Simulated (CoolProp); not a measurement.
Nitrous oxide along the isotherm 69.45 °C: Z from the reference equation and from simpler models built on Tc = 36.4 °C, pc = 7.245 MPa, ω = 0.161; each cubic takes its own stable root.

Model: reference Helmholtz-energy equation of state, Lemmon 2006, in CoolProp. It is a short technical equation, of lower accuracy than the large ones.

```csv
p (MPa),phase,reference,Soave-Redlich-Kwong,Peng-Robinson
0.158,gas,0.9945,0.9947,0.9939
0.3,gas,0.9896,0.9898,0.9884
0.568,gas,0.9802,0.9806,0.9779
1.08,gas,0.9621,0.9629,0.9578
2.04,gas,0.9271,0.9287,0.9193
3.87,gas,0.8562,0.8598,0.8428
7.34,supercritical,0.7004,0.7119,0.6836
13.9,supercritical,0.4106,0.4707,0.4379
26.4,supercritical,0.5341,0.5906,0.5373
50,supercritical,0.8619,0.9137,0.8261
```
